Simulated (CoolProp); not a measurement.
Octamethylcyclotetrasiloxane (D4) along the isobar 0.101 MPa: density (kg/m³) from the reference equation and from simpler models built on Tc = 586.5 K, pc = 1.347 MPa, ω = 0.598; each cubic takes its own stable root.

Model: reference Helmholtz-energy equation of state, Thol 2015, in CoolProp.

```
T (K)   phase  reference  van der Waals  Redlich-Kwong  Peng-Robinson
-----  ------  ---------  -------------  -------------  -------------
314.7  liquid      931.9          526.3          779.5          929.5
329.7  liquid      914.6          518.0          765.7          917.9
344.7  liquid      897.2          11.39          751.3          905.5
359.6  liquid      879.6          10.82          736.2          892.2
374.6  liquid      861.6          10.31          720.2          877.7
389.5  liquid      843.4          9.853          703.4          862.2
404.5  liquid      824.6          9.434          9.647          845.2
419.5  liquid      805.3          9.052          9.225          826.6
434.4  liquid      785.5          8.704          8.845          806.4
464.4     gas      8.315          8.083          8.178          8.306
479.3     gas      7.989          7.807          7.887          7.991
494.3     gas      7.692          7.550          7.615          7.699
509.3     gas      7.420          7.309          7.364          7.431
524.2     gas      7.172          7.085          7.131          7.185
```

At some of these states van der Waals, Redlich-Kwong gives the other phase, because its saturation line lies elsewhere.
